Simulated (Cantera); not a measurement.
# Thermodynamics of titanium nitride, carbide and oxide coatings, feed Ti + O2 + H2 + CH4

Feed: 1 mol Ti, 0.072 mol O2, 160 mol H2, 6 mol CH4, at 1025 K.

Cantera equilibrium calculation (NASA polynomials, part measured and part estimated; ideal gas, pure solids and liquids). Candidate condensed phases: C, C6H6, C7H8, C8H18, H2O, Ti, TiC, TiO, TiO2, Ti2O3, Ti3O5, Ti4O7; 113 gas species. Mutual solubility and eutectic melting of coexisting phases are not modelled. TiC: taken at fixed stoichiometry. Kinetics and transport are ignored.

| P (Pa) | x H2 | x CH4 | x CO | x H2O | x H | x C2H6 | x C2H4 | n C(graphite) | n TiC(s) | n Ti2O3(s) |
|---|---|---|---|---|---|---|---|---|---|---|
| 10 | 0.999 | 7.34e-6 | 0.000836 | 2.22e-8 | 4.35e-7 | <1e-12 | 6.60e-11 | 4.85 | 1.00 | 0 |
| 32 | 0.999 | 2.35e-5 | 0.000836 | 7.10e-8 | 2.43e-7 | <1e-12 | 2.11e-10 | 4.85 | 1.00 | 0 |
| 100 | 0.999 | 7.34e-5 | 0.000836 | 2.22e-7 | 1.38e-7 | 1.18e-12 | 6.60e-10 | 4.84 | 1.00 | 0 |
| 320 | 0.999 | 0.000235 | 0.000836 | 7.09e-7 | 7.70e-8 | 1.21e-11 | 2.11e-9 | 4.82 | 1.00 | 0 |
| 1000 | 0.998 | 0.000733 | 0.000835 | 2.21e-6 | 4.35e-8 | 1.18e-10 | 6.59e-9 | 4.73 | 1.00 | 0 |
| 3200 | 0.997 | 0.00234 | 0.000493 | 4.17e-6 | 2.43e-8 | 1.20e-9 | 2.10e-8 | 4.55 | 0.961 | 0.0196 |
| 10000 | 0.993 | 0.00724 | 0.000158 | 4.15e-6 | 1.37e-8 | 1.16e-8 | 6.51e-8 | 3.81 | 0.922 | 0.0388 |
| 32000 | 0.977 | 0.0225 | 4.93e-5 | 4.09e-6 | 7.61e-9 | 1.13e-7 | 2.02e-7 | 1.30 | 0.910 | 0.0450 |
| 100000 | 0.969 | 0.0305 | 4.04e-6 | 2.35e-6 | 4.29e-9 | 2.10e-7 | 1.21e-7 | 0 | 0.905 | 0.0476 |
x: gas mole fraction; n: condensed amount in mol.

From 10.0 Pa to 1000 Pa the condensed part is C(graphite) + TiC(s). From 3200 Pa to 32000 Pa the condensed part is C(graphite) + TiC(s) + Ti2O3(s). At 100000 Pa the condensed part is TiC(s) + Ti2O3(s).
